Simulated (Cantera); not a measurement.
## Carbothermic reduction: CuO + CH₄ + H₂

Input: 1 mol CuO, 1.3 mol CH₄, 0.11 mol H₂, at 13300 Pa.

Cantera equilibrium calculation (NASA polynomials, part measured and part estimated; ideal gas, pure solids and liquids). Candidate condensed phases: C, C₆H₆, C₇H₈, C₈H₁₈, Cu, CuO, Cu(OH)₂, Cu₂O, H₂O; 113 gas species. The numbers say what is thermodynamically allowed, not how fast it happens.

From 1098 K to 1323 K the condensed part is C(graphite) + Cu(s). From 1398 K to 1548 K the condensed part is C(graphite) + Cu(l).

```json
[
 {"T (K)": "1098", "log p H₂": "-1.01", "log p CO": "-1.45", "log p CH₄": "-3.46", "log p H₂O": "-3.50", "log p CO₂": "-3.94", "log p Cu": "-9.25", "log p H": "-8.11", "n C(graphite)": "0.302", "n Cu(s)": "1.00", "n Cu(l)": "0"},
 {"T (K)": "1173", "log p H₂": "-1.01", "log p CO": "-1.45", "log p CH₄": "-3.74", "log p H₂O": "-3.91", "log p CO₂": "-4.45", "log p Cu": "-8.24", "log p H": "-7.43", "n C(graphite)": "0.299", "n Cu(s)": "1.00", "n Cu(l)": "0"},
 {"T (K)": "1248", "log p H₂": "-1.01", "log p CO": "-1.44", "log p CH₄": "-3.98", "log p H₂O": "-4.27", "log p CO₂": "-4.90", "log p Cu": "-7.36", "log p H": "-6.84", "n C(graphite)": "0.299", "n Cu(s)": "1.000", "n Cu(l)": "0"},
 {"T (K)": "1323", "log p H₂": "-1.01", "log p CO": "-1.44", "log p CH₄": "-4.19", "log p H₂O": "-4.59", "log p CO₂": "-5.29", "log p Cu": "-6.57", "log p H": "-6.31", "n C(graphite)": "0.299", "n Cu(s)": "1.000", "n Cu(l)": "0"},
 {"T (K)": "1398", "log p H₂": "-1.01", "log p CO": "-1.44", "log p CH₄": "-4.38", "log p H₂O": "-4.88", "log p CO₂": "-5.65", "log p Cu": "-5.89", "log p H": "-5.83", "n C(graphite)": "0.299", "n Cu(s)": "0", "n Cu(l)": "1.000"},
 {"T (K)": "1473", "log p H₂": "-1.01", "log p CO": "-1.44", "log p CH₄": "-4.56", "log p H₂O": "-5.14", "log p CO₂": "-5.96", "log p Cu": "-5.29", "log p H": "-5.40", "n C(graphite)": "0.299", "n Cu(s)": "0", "n Cu(l)": "1.000"},
 {"T (K)": "1548", "log p H₂": "-1.01", "log p CO": "-1.44", "log p CH₄": "-4.71", "log p H₂O": "-5.37", "log p CO₂": "-6.25", "log p Cu": "-4.75", "log p H": "-5.02", "n C(graphite)": "0.300", "n Cu(s)": "0", "n Cu(l)": "0.999"}
]
```
log p: log10 of the partial pressure in bar; n: condensed amount in mol.
